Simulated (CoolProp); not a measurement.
A single-stage vapour-compression cycle with R22: evaporating at 214.15 K (dew point), condensing at 243.15 K (bubble point), superheat 8 K, subcooling 8 K, compressor efficiency 0.6, no pressure losses. Each further row changes one setting.

The numbers come from the reference Helmholtz-energy equation of state, Kamei 1995 in CoolProp.

```json
[
 {"case": "as stated", "cooling COP": "(withheld)", "pressure ratio": "4.13", "discharge temperature (K)": "314.4", "refrigerating effect (kJ/kg)": "227", "volumetric capacity (kJ/m³)": "428"},
 {"case": "evaporating temperature 219.15 K", "cooling COP": "(withheld)", "pressure ratio": "3.13", "discharge temperature (K)": "301.7", "refrigerating effect (kJ/kg)": "(withheld)", "volumetric capacity (kJ/m³)": "559"},
 {"case": "condensing temperature 238.15 K", "cooling COP": "4.99", "pressure ratio": "3.33", "discharge temperature (K)": "300.0", "refrigerating effect (kJ/kg)": "232", "volumetric capacity (kJ/m³)": "438"},
 {"case": "subcooling 13 K", "cooling COP": "(withheld)", "pressure ratio": "4.13", "discharge temperature (K)": "314.4", "refrigerating effect (kJ/kg)": "232", "volumetric capacity (kJ/m³)": "438"},
 {"case": "superheat 18 K", "cooling COP": "3.99", "pressure ratio": "4.13", "discharge temperature (K)": "326.4", "refrigerating effect (kJ/kg)": "232", "volumetric capacity (kJ/m³)": "(withheld)"},
 {"case": "compressor efficiency 0.5", "cooling COP": "(withheld)", "pressure ratio": "4.13", "discharge temperature (K)": "(withheld)", "refrigerating effect (kJ/kg)": "227", "volumetric capacity (kJ/m³)": "428"}
]
```

Task: What belongs in the gaps?

Result: 
- as stated, cooling COP: 4.06
- evaporating temperature 219.15 K, cooling COP: 5.12
- evaporating temperature 219.15 K, refrigerating effect (kJ/kg): 229
- subcooling 13 K, cooling COP: 4.16
- superheat 18 K, volumetric capacity (kJ/m³): 419
- compressor efficiency 0.5, cooling COP: 3.39
- compressor efficiency 0.5, discharge temperature (K): 330.5
